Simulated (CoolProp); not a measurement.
Ethane along the isotherm 355.2 K: Z from the reference equation and from simpler models built on Tc = 305.3 K, pc = 48.72 bar, ω = 0.099; each cubic takes its own stable root.

Values from CoolProp's reference Helmholtz-energy equation of state, Bücker 2006.

| p (bar) | phase | reference |
|---|---|---|
| 27.1 | gas | 0.8761 |
| 54.1 | supercritical | 0.7349 |
| 81.2 | supercritical | 0.5815 |
| 108 | supercritical | 0.4942 |
| 135 | supercritical | 0.5003 |
| 162 | supercritical | 0.5391 |
| 189 | supercritical | 0.5876 |
| 217 | supercritical | 0.6416 |
| 244 | supercritical | 0.6950 |

**Question.** How far does each simpler model (van der Waals, Redlich-Kwong, Peng-Robinson) lie from the reference over these 9 states: mean and median of the absolute difference, and the worst?

**Answer.** 
- van der Waals: mean 13.0 %, median 14.6 %, worst +23.6 % at 355.2 K and 244 bar
- Redlich-Kwong: mean 3.9 %, median 4.7 %, worst +6.7 % at 355.2 K and 135 bar
- Peng-Robinson: mean 2.1 %, median 2.3 %, worst -3.4 % at 355.2 K and 244 bar
